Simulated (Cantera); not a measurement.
Feed: 1 mol PbO, 4.7 mol H2, 4.3 mol N2, equilibrated at 827 °C and 10.0 Torr.

These are equilibrium values from Cantera (NASA tables, ideal gas, pure condensed phases), not measurements of a reactor. Candidate condensed phases: H2O, Pb, PbO, PbO2, Pb3O4; 27 gas species. Rates play no part.

**Question.** What is the equilibrium state?

**Answer.** 
```json
{
  "x(N2)": "0.473",
  "x(H2)": "0.407",
  "x(H2O)": "0.110",
  "x(Pb)": "0.00909",
  "n(Pb(l))": "0.917 mol",
  "gas_amount": "9.083 mol",
  "log10 activity of PbO2(s) (absent)": "-16.09"
}
```
